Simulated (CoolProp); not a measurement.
Vapour-liquid equilibrium of R227EA (1) + n-butane (2) at 454 kPa; x and y are mole fractions of (1).

Values from CoolProp's multi-fluid Helmholtz-energy mixture model, Lemmon 2016 and Bücker 2006; pair parameters Bell 2016.

```csv
x,"bubble temperature, mixture model (K)","bubble temperature, Raoult's law (K)","y, mixture model","y, Raoult's law"
0.05,310.9,318.3,…,0.089
0.15,301.7,315.4,…,0.247
0.25,297.9,312.7,0.530,0.382
0.35,296.1,310.3,0.575,0.500
0.45,…,308.0,…,0.603
0.55,294.5,306.0,…,0.695
0.65,294.2,304.0,0.674,0.776
0.75,294.2,302.2,…,0.848
0.85,…,300.5,0.800,0.914
0.95,296.6,298.9,0.917,0.973
```

Question: Some entries are withheld; supply them.

Answer: 
- 0.05, y, mixture model: 0.231
- 0.15, y, mixture model: 0.444
- 0.45, bubble temperature, mixture model (K): 295.1
- 0.45, y, mixture model: 0.607
- 0.55, y, mixture model: 0.638
- 0.75, y, mixture model: 0.725
- 0.85, bubble temperature, mixture model (K): 294.9

The largest gap from Raoult's law is -14.8 K in bubble temperature, at x = 0.25. y crosses x between x = 0.65 and 0.75: the model has an azeotrope there.

Pair parameters are fitted to limited data, so mixtures are less certain than the pure fluids. With so large a gap from Raoult's law the liquid may split in two, which this calculation doesn't test in full.
